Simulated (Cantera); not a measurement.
Input: 1 mol C2H4, 1.2 mol H2O, equilibrated at 0.440 bar.

Equilibrium computed with Cantera from the NASA thermochemical tables; the gas is ideal and each condensed phase is pure. Candidate condensed phases: C, C6H6, C7H8, C8H18, H2O; 110 gas species. Equilibrium is a limit: real reactors are often held back by kinetics, nucleation or transport. All values below are at 1623 K.

Base state: H2 0.727, CO 0.273, CH4 0.000345, H 8.88e-5, H2O 6.60e-5, C2H2 (acetylene) 2.53e-5 (mole fractions); condensed: C(graphite).

Task: What changes in the equilibrium state with this change: H2O from 1.2 to 0.32 mol?

Result: 
```tsv
species	before	after
H2	0.727	0.878
CO	0.273	0.121
CH4	0.000345	0.000503
H2O	6.60e-5	3.55e-5
C2H2 (acetylene)	2.53e-5	3.06e-5
H	8.88e-5	9.76e-5
C(graphite), mol	0.799	1.68
```

Task: What changes in the equilibrium state with this change: pressure from 0.440 bar to 16.0 bar?

Result: 
```tsv
species	before	after
H2	0.727	0.711
CO	0.273	0.274
CH4	0.000345	0.0120
H2O	6.60e-5	0.00236
CO2	7.99e-6	0.000293
C2H4	7.39e-7	2.58e-5
H	8.88e-5	1.46e-5
C2H2 (acetylene)	2.53e-5	2.48e-5
C(graphite), mol	0.799	0.759
```
